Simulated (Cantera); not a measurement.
Input: 1 mol C, 1.1 mol H2O, 0.55 mol N2, 2.9 mol NH3, at 1375 K and 1.33 mbar.

Cantera equilibrium calculation (NASA polynomials, part measured and part estimated; ideal gas, pure solids and liquids). Candidate condensed phases: C, C6H6, C7H8, C8H18, H2O; 136 gas species. The numbers say what is thermodynamically allowed, not how fast it happens.

Base state: H2 0.634, N2 0.237, CO 0.117, H2O 0.0109, CO2 0.000972, H 7.47e-5 (mole fractions); condensed: gas only.

What changes in the equilibrium state with this change: NH3 from 2.9 to 0.015 mol?


```json
[
 {"species": "H2", "before": "0.634", "after": "0.393"},
 {"species": "CO", "before": "0.117", "after": "0.362"},
 {"species": "N2", "before": "0.237", "after": "0.208"},
 {"species": "CO2", "before": "0.000972", "after": "0.0115"},
 {"species": "H2O", "before": "0.0109", "after": "0.0258"},
 {"species": "H", "before": "7.47e-5", "after": "5.88e-5"}
]
```
